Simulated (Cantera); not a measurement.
Input: 1 mol PbCl₂, 5.2 mol H₂, 41 mol N₂, at 10.0 Torr.

Cantera equilibrium calculation (NASA polynomials, part measured and part estimated; ideal gas, pure solids and liquids). Candidate condensed phases: NH₄Cl, Pb, PbCl₂; 17 gas species. Equilibrium is a limit: real reactors are often held back by kinetics, nucleation or transport.

Q: Which condensed phases are stable at each of these points (T (K)): 725, 800, 875, 950, 1025, 1100, 1175, 1250, 1325, 1400, 1475?

A: 
```json
[
 {"T (K)": "725", "condensed phases": "Pb(l)", "Pb condensed (%)": "68.1"},
 {"T (K)": "800", "condensed phases": "Pb(l)", "Pb condensed (%)": "72.7"},
 {"T (K)": "875", "condensed phases": "Pb(l)", "Pb condensed (%)": "69.9"},
 {"T (K)": "950", "condensed phases": "Pb(l)", "Pb condensed (%)": "59.7"},
 {"T (K)": "1025", "condensed phases": "Pb(l)", "Pb condensed (%)": "35.2"},
 {"T (K)": "1100", "condensed phases": "gas only", "Pb condensed (%)": "0.0"},
 {"T (K)": "1175", "condensed phases": "gas only", "Pb condensed (%)": "0.0"},
 {"T (K)": "1250", "condensed phases": "gas only", "Pb condensed (%)": "0.0"},
 {"T (K)": "1325", "condensed phases": "gas only", "Pb condensed (%)": "0.0"},
 {"T (K)": "1400", "condensed phases": "gas only", "Pb condensed (%)": "0.0"},
 {"T (K)": "1475", "condensed phases": "gas only", "Pb condensed (%)": "0.0"}
]
```

From 725 K to 1025 K the condensed part is Pb(l). From 1100 K to 1475 K nothing is condensed.
